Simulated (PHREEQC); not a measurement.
Solution (25 °C): 23 mmol/kgw CuCl2 and 0.44 mmol/kgw FeCl3. Closed to the air; pH follows from the charge balance.

Model: ion-association model, wateq4f.dat, run in PHREEQC.

**Question.** The ionic strength comes out as 0.0683 mol/kgw. What activity coefficients do Fe(OH)2+, CuCl+, Cl-, FeCl2+, FeOH+2 get?

**Answer.** Fe(OH)2+ 0.81, CuCl+ 0.80, Cl- 0.79, FeCl2+ 0.80, FeOH+2 0.42.

No solid was allowed to form. Saturation is exceeded, for instance for Fe(OH)3(a), Hematite (slow to form); the values hold only as long as no solid forms.
